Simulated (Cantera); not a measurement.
Feed: 1 mol SiO2, 0.11 mol C, 1.4 mol N2, 0.37 mol Si, held at 1.95 Torr.

Method: chemical equilibrium by Gibbs-energy minimisation in Cantera with the NASA 1993 tables (ideal gas, pure condensed phases). Candidate condensed phases: C, Si, SiC, SiO2, Si2N2O, Si3N4; 34 gas species. The tables hold silica as quartz up to 1696 K and as liquid above; real silica turns to tridymite and cristobalite and melts near 1996 K. Kinetics and transport are ignored.

Task: Which condensed phases are stable at each of these points (T (K)): 2000, 2150, 2300, 2450, 2600, 2750, 2900?

Result: 
| T (K) | condensed phases | Si condensed (%) |
|---|---|---|
| 2000 | SiO2(l) | 37.8 |
| 2150 | SiO2(l) | 36.7 |
| 2300 | SiO2(l) | 18.5 |
| 2450 | gas only | 0.0 |
| 2600 | gas only | 0.0 |
| 2750 | gas only | 0.0 |
| 2900 | gas only | 0.0 |

From 2000 K to 2300 K the condensed part is SiO2(l). From 2450 K to 2900 K nothing is condensed.
